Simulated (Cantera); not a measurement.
A closed system holds: 1 mol NaCl, 4.2 mol N₂, held at 75.0 Torr.

Cantera equilibrium calculation (NASA polynomials, part measured and part estimated; ideal gas, pure solids and liquids). Candidate condensed phases: Na, NaCl; 8 gas species. Rates play no part.

log p: log10 of the partial pressure in bar; n: condensed amount in mol.

| T (K) | log p N₂ | log p NaCl | log p Na₂Cl₂ | log p Na | log p Cl | n NaCl(s) | n NaCl(l) |
|---|---|---|---|---|---|---|---|
| 898 | -1.00 | -5.50 | -6.02 | -12.26 | -12.29 | 1.000 | 0 |
| 1048 | -1.00 | -3.70 | -4.06 | -9.65 | -9.65 | 0.984 | 0 |
| 1198 | -1.02 | -2.51 | -2.93 | -7.76 | -7.76 | 0 | 0.762 |
| 1348 | -1.08 | -1.85 | -2.55 | -6.42 | -6.42 | 0 | 0 |
| 1498 | -1.09 | -1.75 | ? | ? | ? | 0 | 0 |
| 1648 | -1.09 | -1.73 | ? | ? | ? | 0 | 0 |
| 1798 | -1.09 | -1.72 | -4.18 | -4.34 | -4.34 | 0 | 0 |
| 1948 | -1.09 | -1.72 | -4.61 | -3.87 | -3.87 | 0 | 0 |

Question: What belongs in the gaps?

Answer: 
- 1498, log p Na₂Cl₂: -3.11
- 1498, log p Na: -5.56
- 1498, log p Cl: -5.56
- 1648, log p Na₂Cl₂: -3.68
- 1648, log p Na: -4.89
- 1648, log p Cl: -4.89
